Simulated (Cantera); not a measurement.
Charge: 1 mol PbBr₂, 6.2 mol H₂, held at 13.3 mbar.

Cantera equilibrium calculation (NASA polynomials, part measured and part estimated; ideal gas, pure solids and liquids). Candidate condensed phases: Br₂, Pb, PbBr₂; 10 gas species. Rates play no part. All values below are at 775 °C.

Base state: H₂ 0.882, PbBr₄ 0.0440, PbBr₂ 0.0422, HBr 0.0249, PbBr 0.00347, Pb 0.00335 (mole fractions); condensed: Pb(l).

### Question
What changes in the equilibrium state with this change: H₂ from 6.2 to 36 mol?

### Answer
| species | before | after |
|---|---|---|
| H₂ | 0.882 | 0.965 |
| HBr | 0.0249 | 0.0139 |
| PbBr₂ | 0.0422 | 0.0120 |
| PbBr₄ | 0.0440 | 0.00356 |
| PbBr | 0.00347 | 0.00185 |
| Pb | 0.00335 | 0.00335 |
| Pb(l), mol | 0.356 | 0.231 |
